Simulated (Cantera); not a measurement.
A closed system holds: 1 mol Pb, 0.072 mol O₂, 0.16 mol H₂, at 1327 °C and 0.180 bar.

Cantera equilibrium calculation (NASA polynomials, part measured and part estimated; ideal gas, pure solids and liquids). Candidate condensed phases: H₂O, Pb, PbO, PbO₂, Pb₃O₄; 12 gas species. Gases not in the tables: (PbO)n polymers. Rates play no part.

Base state: H₂O 0.593, Pb 0.337, H₂ 0.0682, PbO 0.00208, Pb₂ 0.000255, H 3.35e-5, OH 1.14e-5 (mole fractions); condensed: Pb(l).

What changes in the equilibrium state with this change: H₂ from 0.16 to 13 mol?


```json
[
 {"species": "H₂", "before": "0.0682", "after": "0.918"},
 {"species": "Pb", "before": "0.337", "after": "0.0714"},
 {"species": "H₂O", "before": "0.593", "after": "0.0103"},
 {"species": "PbO", "before": "0.00208", "after": "5.68e-7"},
 {"species": "OH", "before": "1.14e-5", "after": "5.39e-8"},
 {"species": "Pb₂", "before": "0.000255", "after": "1.15e-5"},
 {"species": "H", "before": "3.35e-5", "after": "0.000123"},
 {"species": "Pb(l), mol", "before": "0.918", "after": "0"}
]
```
